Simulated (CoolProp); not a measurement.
Properties of carbonyl sulfide along the isotherm -39.05 °C (Tc = 105.6 °C, pc = 6.369 MPa, ω = 0.098).

Model: reference Helmholtz-energy equation of state, Lemmon 2006, in CoolProp. It is a short technical equation, of lower accuracy than the large ones.

```tsv
p (MPa)	phase	density (kg/m³)	cv (kJ/(kg K))	speed of sound (m/s)	Joule-Thomson coefficient (K/MPa)	expansivity (1/kK)
0.245	liquid	1150	0.7033	982.0	(withheld)	1.924
0.49	liquid	1151	0.7034	983.4	-0.4007	1.919
0.735	liquid	1151	0.7035	984.8	-0.4016	1.914
0.98	liquid	1152	0.7036	986.2	-0.4025	1.909
1.22	liquid	1152	0.7037	987.5	-0.4033	1.905
1.47	liquid	1152	0.7038	(withheld)	-0.4042	1.900
1.71	liquid	1153	0.7039	990.3	(withheld)	1.895
1.96	liquid	1153	0.7040	991.7	-0.4060	1.891
2.2	liquid	1154	0.7040	993.0	-0.4068	1.886
2.45	liquid	1154	0.7041	(withheld)	(withheld)	(withheld)
2.69	liquid	1155	0.7042	995.8	-0.4085	1.877
2.94	liquid	1155	0.7043	997.2	-0.4093	1.872
3.18	liquid	1155	0.7044	998.5	-0.4101	1.868
```

Question: What belongs in the gaps?

Answer: 
- 0.245, Joule-Thomson coefficient (K/MPa): -0.3998
- 1.47, speed of sound (m/s): 989.0
- 1.71, Joule-Thomson coefficient (K/MPa): -0.4051
- 2.45, speed of sound (m/s): 994.4
- 2.45, Joule-Thomson coefficient (K/MPa): -0.4077
- 2.45, expansivity (1/kK): 1.881
